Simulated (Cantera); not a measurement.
An isothermal, constant-pressure homogeneous reactor starts with NO : N2 = 1 : 2.1 (molar parts), at 1625 K and 0.987 atm.

Computed with Cantera and GRI-Mech 3.0 (53 species, 325 reactions).

x: mole fraction; the columns are a selection and need not sum to one.

| t (s) | x NO | x N2O | x NO2 | x O2 | x N2 | x O |
|---|---|---|---|---|---|---|
| 3.00e-6 | 0.323 | 1.27e-8 | 1.00e-9 | <1e-12 | 0.677 | 1.17e-8 |
| 1.60e-5 | 0.323 | 6.79e-8 | 2.30e-8 | 2.20e-11 | 0.677 | 4.51e-8 |
| 8.57e-5 | 0.323 | ___ | ___ | 3.00e-10 | 0.677 | ___ |
| 0.000458 | 0.323 | 1.89e-6 | 1.89e-6 | 3.10e-9 | 0.677 | 9.31e-8 |
| 0.00245 | 0.323 | 9.11e-6 | 1.14e-5 | 7.60e-8 | 0.677 | 1.76e-7 |
| 0.0131 | 0.322 | 2.96e-5 | 6.84e-5 | 6.39e-6 | 0.677 | 6.16e-7 |
| 0.0700 | 0.322 | 3.87e-5 | 0.000134 | 0.000212 | 0.678 | 1.07e-6 |
| 0.374 | 0.319 | 3.81e-5 | ___ | ___ | 0.679 | ___ |
| 2.00 | 0.306 | 3.49e-5 | 0.000253 | 0.00804 | 0.686 | 2.04e-6 |

Task: What belongs in the gaps?

Result: 
- 8.57e-5, x N2O: 3.62e-7
- 8.57e-5, x NO2: 2.87e-7
- 8.57e-5, x O: 7.77e-8
- 0.374, x NO2: 0.000162
- 0.374, x O2: 0.00149
- 0.374, x O: 1.28e-6
